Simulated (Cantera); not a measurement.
Cantera run, input and output.

```python
import numpy as np
import cantera as ct

gas = ct.Solution("gri30.yaml")
gas.TPX = 2300, 1333, {'CH4': 0.00052, 'H2': 1, 'O2': 0.0098}
inlet = ct.Reservoir(gas, clone=True)

reactor = ct.IdealGasConstPressureReactor(gas, energy="off", clone=False)
exhaust = ct.Reservoir(gas, clone=True)
tau = [1.4, 0.58, 0.23, 0.094, 0.038, 0.015, 0.0062][0]
for a, b in ((inlet, reactor), (reactor, exhaust)):
    ct.MassFlowController(a, b, mdot=lambda t: reactor.mass / tau)
net = ct.ReactorNet([reactor])
show = ['CH4', 'H2', 'O2', 'C2H2', 'H2O2']

rows = []
print(f"{'tau/s':>10s}{'T/K':>9s}" + "".join(f"{s:>11s}" for s in show))
for tau in [1.4, 0.58, 0.23, 0.094, 0.038, 0.015, 0.0062]:
    net.initial_time = 0.0
    net.advance(30 * tau)
    before = gas.X
    net.advance(40 * tau)
    drift = np.max(np.abs(gas.X - before) / (gas.X + 1e-9))
    rows.append([gas.T, *gas[show].X, drift])
    print(f"{tau:10.3e}{gas.T:9.1f}" + "".join(f"{x:11.3e}" for x in gas[show].X))
```

It prints:

```
     tau/s      T/K        CH4         H2         O2       C2H2       H2O2
 1.400e+00   2300.0  9.995e-07  9.233e-01  5.406e-07  1.880e-08  3.473e-12
 5.800e-01   2300.0  5.719e-06  9.376e-01  1.576e-06  3.416e-07  7.855e-12
 2.300e-01   2300.0  3.035e-05  9.488e-01  5.305e-06  4.803e-06  3.207e-11
 9.400e-02   2300.0  8.994e-05  9.543e-01  1.577e-05  1.998e-05  1.148e-10
 3.800e-02   2300.0  1.756e-04  9.574e-01  4.442e-05  3.036e-05  3.672e-10
 1.500e-02   2300.0  2.596e-04  9.595e-01  1.229e-04  2.308e-05  1.112e-09
 6.200e-03   2300.0  3.146e-04  9.610e-01  3.125e-04  1.197e-05  3.003e-09
```

Detailed kinetics in Cantera: GRI-Mech 3.0 (53 species, 325 reactions). Radical loss at walls, strong at low pressure, is not modelled.
